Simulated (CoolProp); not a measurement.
Vapour pressure (bar) of n-heptane: the reference equation beside estimates from Tc = 268.1 °C, pc = 27.74 bar, ω = 0.349.

Model: reference Helmholtz-energy equation of state, Span 2003, in CoolProp. It is a short technical equation, of lower accuracy than the large ones.

```csv
T (°C),reference,Redlich-Kwong,Peng-Robinson
18.95,0.04470,0.1701,0.04579
22.25,0.05302,0.1952,0.05414
25.55,0.06260,0.2230,…
28.75,0.07323,0.2529,0.07437
32.05,0.08573,0.2870,0.08686
35.35,0.09995,0.3245,…
38.65,0.1161,0.3658,0.1171
41.85,0.1337,0.4096,…
45.15,0.1541,0.4589,0.1549
48.45,0.1771,0.5126,0.1777
51.75,0.2027,0.5710,0.2031
```

Q: What belongs in the gaps?

A: 
- 25.55, Peng-Robinson: 0.06374
- 35.35, Peng-Robinson: 0.1010
- 41.85, Peng-Robinson: 0.1346

Absolute difference from the reference over all 11 rows, mean and median: Redlich-Kwong 227.3 and 224.7 %, Peng-Robinson 1.2 and 1.1 %.
